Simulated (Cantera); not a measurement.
Charge: 1 mol MgCO3, 0.18 mol C, 0.79 mol O2, equilibrated at 6450 Torr.

Method: chemical equilibrium by Gibbs-energy minimisation in Cantera with the NASA 1993 tables (ideal gas, pure condensed phases). Candidate condensed phases: C, Mg, MgCO3, MgO; 15 gas species. The numbers say what is thermodynamically allowed, not how fast it happens.

x: gas mole fraction; n: condensed amount in mol.

```tsv
T (K)	x O2	x CO2	x CO	x O	n MgCO3(s)	n MgO(s)
500	0.772	0.228	<1e-12	<1e-12	1.00	0
575	0.772	0.228	<1e-12	<1e-12	1.00	0
650	0.772	0.228	<1e-12	<1e-12	1.00	0
725	0.535	0.465	<1e-12	<1e-12	0.650	0.350
800	0.341	0.659	<1e-12	<1e-12	0	1.00
875	0.341	0.659	<1e-12	<1e-12	0	1.00
950	0.341	0.659	3.92e-12	6.33e-12	0	1.00
1025	0.341	0.659	5.37e-11	6.57e-11	0	1.00
1100	0.341	0.659	5.14e-10	4.97e-10	0	1.00
1175	0.341	0.659	3.68e-9	2.91e-9	0	1.00
1250	0.341	0.659	(withheld)	(withheld)	0	1.00
1325	0.341	0.659	(withheld)	(withheld)	0	1.00
1400	0.341	0.659	3.78e-7	1.88e-7	0	1.00
```

### Question
Complete the blanks.

### Answer

- 1250, x CO: 2.08e-8
- 1250, x O: 1.38e-8
- 1325, x CO: 9.63e-8
- 1325, x O: 5.48e-8
